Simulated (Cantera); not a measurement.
Input: 1 mol Si₃N₄, 0.54 mol O₂, 11 mol H₂, at 1675 K and 1.33 mbar.

Method: chemical equilibrium by Gibbs-energy minimisation in Cantera with the NASA 1993 tables (ideal gas, pure condensed phases). Candidate condensed phases: H₂O, Si, SiO₂, Si₂N₂O, Si₃N₄; 35 gas species. Rates play no part.

Base state: H₂ 0.778, N₂ 0.142, SiO 0.0766, H 0.00281, Si 0.000326, SiH 1.76e-5 (mole fractions); condensed: Si(s).

### Question
What changes in the equilibrium state with this change: O₂ from 0.54 to 0.27 mol?

### Answer
```json
[
 {"species": "H₂", "before": "0.778", "after": "0.810"},
 {"species": "N₂", "before": "0.142", "after": "0.147"},
 {"species": "SiO", "before": "0.0766", "after": "0.0398"},
 {"species": "SiH", "before": "1.76e-5", "after": "1.80e-5"},
 {"species": "H", "before": "0.00281", "after": "0.00286"},
 {"species": "Si", "before": "0.000326", "after": "0.000326"},
 {"species": "Si(s), mol", "before": "1.91", "after": "2.45"}
]
```

### Question
What changes in the equilibrium state with this change: temperature from 1675 K to 1950 K?

### Answer
```
species       before     after
----------  --------  --------
H₂             0.778     0.743
N₂             0.142     0.137
SiO           0.0766    0.0743
H            0.00281    0.0271
Si          0.000326    0.0179
Si₂          1.27e-6  0.000164
Si₃          3.14e-7   3.60e-5
SiH          1.76e-5  0.000430
SiN          2.95e-6   7.11e-5
Si₂N         5.32e-6   9.80e-5
Si(s), mol      1.91         0
Si(l), mol         0      1.64
```
The tables' values for SiN are old estimates; treat these amounts as uncertain. Gases not in the tables: Si₂H₆ and higher silanes.
